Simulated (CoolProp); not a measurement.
R227EA along the isotherm 333.8 K: density (kg/m³) from the reference equation and from simpler models built on Tc = 374.9 K, pc = 2.925 MPa, ω = 0.358; each cubic takes its own stable root.

Model: reference Helmholtz-energy equation of state, Lemmon 2016, in CoolProp.

| p (MPa) | phase | reference | Redlich-Kwong | Peng-Robinson |
|---|---|---|---|---|
| 0.731 | gas | 52.49 | 51.54 | 52.81 |
| 1.46 | liquid | 1218 | 129.8 | 1197 |
| 2.19 | liquid | 1231 | 1009 | 1221 |
| 2.93 | liquid | 1244 | 1037 | 1242 |
| 3.66 | liquid | 1254 | 1060 | 1261 |
| 4.39 | liquid | 1264 | 1081 | 1278 |
| 5.12 | liquid | 1274 | 1099 | 1293 |
| 5.85 | liquid | 1282 | 1116 | 1307 |
| 6.58 | liquid | 1290 | 1131 | 1321 |
| 7.31 | liquid | 1298 | 1145 | 1333 |

At some of these states Redlich-Kwong gives the other phase, because its saturation line lies elsewhere.
